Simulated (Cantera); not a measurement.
Charge: 1 mol C2F6, 7.9 mol H2, at 2625 K and 1.30 Pa.

These are equilibrium values from Cantera (NASA tables, ideal gas, pure condensed phases), not measurements of a reactor. Candidate condensed phases: C, C6H6, C7H8, C8H18; 95 gas species. The feed counts by its element totals alone. Kinetics and transport are ignored.

Base state: H 0.629, HF 0.191, F 0.120, C 0.0291, C3 0.0211, C2 0.00450, H2 0.00285, CF 0.00250 (mole fractions); condensed: gas only.

Q: What changes in the equilibrium state with this change: temperature from 2625 K to 1048 K?

A: 
```csv
species,before,after
HF,0.191,0.550
H2,0.00285,0.450
H,0.629,1.44e-6
F,0.120,<1e-9
C,0.0291,<1e-9
C3,0.0211,<1e-9
C2,0.00450,<1e-9
CF,0.00250,<1e-9
C2H,0.000203,<1e-9
C5,2.07e-5,<1e-9
"C(graphite), mol",0,2.00
```
